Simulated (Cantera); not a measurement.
Thermodynamics of boron, boron nitride and boron oxide, feed B2H6 + NH3 + N2 + O2

Input: 1 mol B2H6, 0.34 mol NH3, 40 mol N2, a varied amount of O2, equilibrated at 1200 °C and 3.20 mbar.

These are equilibrium values from Cantera (NASA tables, ideal gas, pure condensed phases), not measurements of a reactor. Candidate condensed phases: B, BN, B2O3, B3O3H3, H2O; 39 gas species. The feed counts by its element totals alone. Mutual solubility and eutectic melting of coexisting phases are not modelled. Gases not in the tables: H3BO3. The numbers say what is thermodynamically allowed, not how fast it happens.

```
n(O2) (mol)   x N2     x H2      x O2    x H2O   x HBO2  n BN(s)  n B2O3(l)
-----------  -----  -------  --------  -------  -------  -------  ---------
0.61         0.913   0.0786    <1e-12  8.85e-5  0.00317     1.21      0.122
0.75         0.913   0.0784    <1e-12  8.83e-5  0.00316     1.02      0.215
0.93         0.913   0.0782    <1e-12  8.81e-5  0.00316    0.784      0.334
1.1          0.913   0.0780    <1e-12  8.79e-5  0.00315    0.558      0.447
1.4          0.914   0.0777    <1e-12  8.75e-5  0.00315    0.158      0.646
1.7          0.909   0.0701    <1e-12  0.00189   0.0146        0      0.500
2.1          0.900   0.0517  2.04e-11   0.0101   0.0338        0     0.0725
2.6          0.899   0.0293  5.23e-10   0.0288   0.0408        0          0
3.2          0.899  0.00246   2.67e-7   0.0548   0.0425        0          0
4            0.884  1.03e-5    0.0162   0.0563   0.0418        0          0
4.9          0.867  6.83e-6    0.0352   0.0552   0.0410        0          0
6            0.847  5.22e-6    0.0575   0.0539   0.0400        0          0
```
x: gas mole fraction; n: condensed amount in mol.

From 0.61 mol O2 to 1.4 mol O2 the condensed part is BN(s) + B2O3(l). From 1.7 mol O2 to 2.1 mol O2 the condensed part is B2O3(l). From 2.6 mol O2 to 6 mol O2 nothing is condensed.
